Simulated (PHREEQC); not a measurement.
Model water analysis in mg/kgw, 10 °C, pH 5.83, pe 11.1:

```json
[
 {"constituent": "Na", "mg/kgw": "0.798"},
 {"constituent": "K", "mg/kgw": "3.54"},
 {"constituent": "Ca", "mg/kgw": "3.02"},
 {"constituent": "Mg", "mg/kgw": "0.303"},
 {"constituent": "Cl", "mg/kgw": "6.21"},
 {"constituent": "S(6) as SO4", "mg/kgw": "1.67"},
 {"constituent": "Alkalinity as HCO3", "mg/kgw": "5.98"},
 {"constituent": "Cd", "mg/kgw": "0.114"},
 {"constituent": "Zn", "mg/kgw": "0.00217"},
 {"constituent": "Si as SiO2", "mg/kgw": "0.154"}
]
```

Valence states are taken as typed.

Equilibrium calculation in PHREEQC: ion-association model, phreeqc.dat.

Each row changes one thing in this solution. This is a speciation only: nothing precipitates in the calculation.

```json
[
 {"case": "as made", "CO2 (mol/kgw)": "0.000418", "HCO3- (mol/kgw)": "9.94e-5", "CaSO4 (mol/kgw)": "1.70e-7", "CaHCO3+ (mol/kgw)": "6.34e-8", "MgSO4 (mol/kgw)": "2.78e-8", "CdCl+ (mol/kgw)": "1.44e-8", "SI of Quartz (SiO2)": "-1.38", "SI of Otavite (CdCO3)": "-2.61"},
 {"case": "Si from 0.154 to 0.077 mg/kgw", "CO2 (mol/kgw)": "0.000418", "HCO3- (mol/kgw)": "9.94e-5", "CaSO4 (mol/kgw)": "1.70e-7", "CaHCO3+ (mol/kgw)": "6.34e-8", "MgSO4 (mol/kgw)": "2.78e-8", "CdCl+ (mol/kgw)": "1.44e-8", "SI of Quartz (SiO2)": "-1.68", "SI of Otavite (CdCO3)": "-2.61"},
 {"case": "pH from 5.83 to 5.53 at the same alkalinity", "CO2 (mol/kgw)": "0.000846", "HCO3- (mol/kgw)": "0.000101", "CaSO4 (mol/kgw)": "1.70e-7", "CaHCO3+ (mol/kgw)": "6.44e-8", "MgSO4 (mol/kgw)": "2.78e-8", "CdCl+ (mol/kgw)": "1.44e-8", "SI of Quartz (SiO2)": "-1.38", "SI of Otavite (CdCO3)": "-2.91"},
 {"case": "all concentrations times 4 at the same typed pH", "CO2 (mol/kgw)": "0.00161", "HCO3- (mol/kgw)": "[?]", "CaSO4 (mol/kgw)": "2.22e-6", "CaHCO3+ (mol/kgw)": "9.15e-7", "MgSO4 (mol/kgw)": "3.63e-7", "CdCl+ (mol/kgw)": "2.00e-7", "SI of Quartz (SiO2)": "-0.78", "SI of Otavite (CdCO3)": "[?]"},
 {"case": "pH from 5.83 to 5.5 at the same alkalinity", "CO2 (mol/kgw)": "[?]", "HCO3- (mol/kgw)": "0.000101", "CaSO4 (mol/kgw)": "1.70e-7", "CaHCO3+ (mol/kgw)": "6.45e-8", "MgSO4 (mol/kgw)": "2.78e-8", "CdCl+ (mol/kgw)": "1.44e-8", "SI of Quartz (SiO2)": "-1.38", "SI of Otavite (CdCO3)": "-2.94"}
]
```

### Question
Some entries are withheld; supply them.

### Answer

- all concentrations times 4 at the same typed pH, HCO3- (mol/kgw): 0.000392
- all concentrations times 4 at the same typed pH, SI of Otavite (CdCO3): -1.48
- pH from 5.83 to 5.5 at the same alkalinity, CO2 (mol/kgw): 0.000909

Away from 25 °C the constants follow the database's enthalpies or fits; those with neither stay at their 25 °C values.
